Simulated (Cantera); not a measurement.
What does this Cantera script print?

```python
import numpy as np
import cantera as ct

gas_names = [...]  # 109 gases of nasa_gas.yaml made of C, Cl, H, Si
cond_names = """
    C(gr) C6H6(L) C7H8(L) C8H18(L),n-octa Si(cr) Si(L) SiC(b)
""".split()


# ... load() reads the species with a 1 bar reference pressure and builds the phases ...
atoms = {
    'SiCl4': {'Si': 1, 'CL': 4},
    'CH4': {'C': 1, 'H': 4},
    'H2': {'H': 2},
}
top_T = {'C(gr)': 4500, 'SiC(b)': 3050}  # K; cautious upper limits of use, not melting points


# ... equilibrate(T, P, feed) seeds the gas with the atoms and calls Mixture.equilibrate('TP', solver="vcs", rtol=1e-11, max_steps=5000) ...
results = []
feed = {'SiCl4': 1, 'CH4': 0.018, 'H2': 28}  # mol
P = 100000  # Pa
for T in [1748, 1798, 1848, 1898, 1948, 1998, 2048, 2098, 2148, 2198, 2248, 2298]:
    mix = equilibrate(T, P, feed)
    results.append((T, P, feed, dict(zip(mix.species_names, mix.species_moles))))

top = {s: max(r[3][s] / sum(r[3][g] for g in gas_names) for r in results) for s in gas_names}
cols = sorted((s for s in top if top[s] > 0.001), key=lambda s: -top[s])[:8]
seen = [c for c in cond_names if any(r[3].get(c, 0) > 1e-12 for r in results)]
print("log10 of partial pressures in bar; condensed amounts in mol")
print(f"{'T/K':>10s}" + "".join(f"{s[:9]:>10s}" for s in cols + seen))
for T, P, feed, n in results:
    ng = sum(n[g] for g in gas_names)
    print(f"{T:10.4g}" + "".join(f"{np.log10(max(n[s] / ng * P / 1e5, 1e-99)):10.3f}" for s in cols)
          + "".join(f"{n.get(c, 0):10.4g}" for c in seen))
```

Result:

```
log10 of partial pressures in bar; condensed amounts in mol
       T/K        H2       HCL     SiCL2         H     SiCL3     Si(L)    SiC(b)
      1748    -0.049    -1.097    -1.622    -3.665    -2.889    0.2093   0.01758
      1798    -0.049    -1.086    -1.630    -3.478    -2.984    0.2345   0.01755
      1848    -0.050    -1.076    -1.639    -3.301    -3.076     0.258   0.01751
      1898    -0.051    -1.067    -1.650    -3.132    -3.165    0.2798   0.01746
      1948    -0.051    -1.059    -1.661    -2.973    -3.251    0.2999   0.01739
      1998    -0.052    -1.052    -1.672    -2.821    -3.334     0.318   0.01728
      2048    -0.052    -1.046    -1.684    -2.676    -3.414    0.3341   0.01708
      2098    -0.053    -1.040    -1.696    -2.538    -3.491    0.3477   0.01674
      2148    -0.054    -1.035    -1.708    -2.407    -3.565    0.3584   0.01613
      2198    -0.055    -1.031    -1.721    -2.282    -3.637    0.3653   0.01507
      2248    -0.056    -1.028    -1.734    -2.162    -3.707    0.3676   0.01324
      2298    -0.058    -1.025    -1.747    -2.048    -3.775    0.3636   0.01013
```

Cantera equilibrium calculation (NASA polynomials, part measured and part estimated; ideal gas, pure solids and liquids). Mutual solubility and eutectic melting of coexisting phases are not modelled. The tables' values for SiCl3, SiCl are old estimates; treat these amounts as uncertain. Gases not in the tables: Si2H6 and higher silanes.
